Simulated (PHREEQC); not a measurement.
Consider water at 30 °C with 8.6 mmol/kgw ZnSO4, 1.1 mmol/kgw H3BO3 and 0.045 mmol/kgw FeSO4. It is in equilibrium with CO2 at log p = 0 (atm). Otherwise closed; pH follows from the charge balance.

Computed with PHREEQC (ion-association model, phreeqc.dat).

Each row changes one thing in this solution. Precipitation was switched off in this run.

```json
[
 {"case": "as made", "pH": "3.92", "ionic strength (mol/kgw)": "0.0238", "SO4-2 (mol/kgw)": "0.00579", "HCO3- (mol/kgw)": "0.000132", "HSO4- (mol/kgw)": "4.95e-5", "Fe+2 (mol/kgw)": "3.30e-5", "SI of Siderite (FeCO3)": "-4.12", "SI of Melanterite (FeSO4:7H2O)": "-5.07"},
 {"case": "H3BO3 replaced by HBF4 at the same molality", "pH": "2.96", "ionic strength (mol/kgw)": "0.0250", "SO4-2 (mol/kgw)": "0.00555", "HCO3- (mol/kgw)": "1.48e-5", "HSO4- (mol/kgw)": "0.000422", "Fe+2 (mol/kgw)": "3.35e-5", "SI of Siderite (FeCO3)": "-6.02", "SI of Melanterite (FeSO4:7H2O)": "-5.09"},
 {"case": "0.0015 mol/kgw HF added", "pH": "3.24", "ionic strength (mol/kgw)": "0.0244", "SO4-2 (mol/kgw)": "(withheld)", "HCO3- (mol/kgw)": "(withheld)", "HSO4- (mol/kgw)": "0.000227", "Fe+2 (mol/kgw)": "3.33e-5", "SI of Siderite (FeCO3)": "-5.46", "SI of Melanterite (FeSO4:7H2O)": "-5.08"},
 {"case": "H3BO3 from 0.0011 to 0.0055 mol/kgw", "pH": "3.92", "ionic strength (mol/kgw)": "0.0238", "SO4-2 (mol/kgw)": "0.00579", "HCO3- (mol/kgw)": "0.000132", "HSO4- (mol/kgw)": "4.95e-5", "Fe+2 (mol/kgw)": "3.30e-5", "SI of Siderite (FeCO3)": "-4.12", "SI of Melanterite (FeSO4:7H2O)": "-5.07"},
 {"case": "ZnSO4 left out", "pH": "3.93", "ionic strength (mol/kgw)": "(withheld)", "SO4-2 (mol/kgw)": "4.41e-5", "HCO3- (mol/kgw)": "0.000121", "HSO4- (mol/kgw)": "5.34e-7", "Fe+2 (mol/kgw)": "4.42e-5", "SI of Siderite (FeCO3)": "-3.76", "SI of Melanterite (FeSO4:7H2O)": "(withheld)"},
 {"case": "temperature from 30 to 50 °C", "pH": "4.02", "ionic strength (mol/kgw)": "0.0232", "SO4-2 (mol/kgw)": "0.00564", "HCO3- (mol/kgw)": "0.000121", "HSO4- (mol/kgw)": "6.10e-5", "Fe+2 (mol/kgw)": "3.05e-5", "SI of Siderite (FeCO3)": "-3.87", "SI of Melanterite (FeSO4:7H2O)": "-5.32"},
 {"case": "temperature from 30 to 55 °C", "pH": "(withheld)", "ionic strength (mol/kgw)": "0.0231", "SO4-2 (mol/kgw)": "0.00561", "HCO3- (mol/kgw)": "0.000119", "HSO4- (mol/kgw)": "6.44e-5", "Fe+2 (mol/kgw)": "2.99e-5", "SI of Siderite (FeCO3)": "-3.82", "SI of Melanterite (FeSO4:7H2O)": "-5.38"}
]
```

Question: Complete the blanks.

Answer: 
- 0.0015 mol/kgw HF added, SO4-2 (mol/kgw): 0.00567
- 0.0015 mol/kgw HF added, HCO3- (mol/kgw): 2.82e-5
- ZnSO4 left out, ionic strength (mol/kgw): 0.000298
- ZnSO4 left out, SI of Melanterite (FeSO4:7H2O): -6.63
- temperature from 30 to 55 °C, pH: 4.05

Away from 25 °C the constants follow the database's enthalpies or fits; those with neither stay at their 25 °C values. Real BF4- forms and hydrolyses slowly; the run takes it at equilibrium. Fluoro complexes past AlF4- and FeF3 are missing from the database.
